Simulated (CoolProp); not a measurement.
Propylene along the isobar 2.51 MPa: density (kg/m³) from the reference equation and from simpler models built on Tc = 364.2 K, pc = 4.555 MPa, ω = 0.146; each cubic takes its own stable root.

Model: reference Helmholtz-energy equation of state, Lemmon 2013, in CoolProp.

```csv
T (K),phase,reference
302.1,liquid,503.8
322.2,liquid,462.9
342.2,gas,52.78
362.2,gas,45.42
382.2,gas,40.66
402.3,gas,37.13
422.3,gas,34.36
442.3,gas,32.09
462.3,gas,30.16
```

Q: How far does each simpler model (van der Waals, Redlich-Kwong, Soave-Redlich-Kwong, Peng-Robinson) lie from the reference over these 9 states: mean and median of the absolute difference, and the worst?

A: 
- van der Waals: mean 15.5 %, median 1.7 %, worst -87.9 % at 322.2 K and 2.51 MPa
- Redlich-Kwong: mean 3.4 %, median 0.5 %, worst -14.4 % at 322.2 K and 2.51 MPa
- Soave-Redlich-Kwong: mean 2.7 %, median 0.5 %, worst -11.8 % at 322.2 K and 2.51 MPa
- Peng-Robinson: mean 1.7 %, median 1.8 %, worst +3.1 % at 302.1 K and 2.51 MPa

At some of these states van der Waals gives the other phase, because its saturation line lies elsewhere.
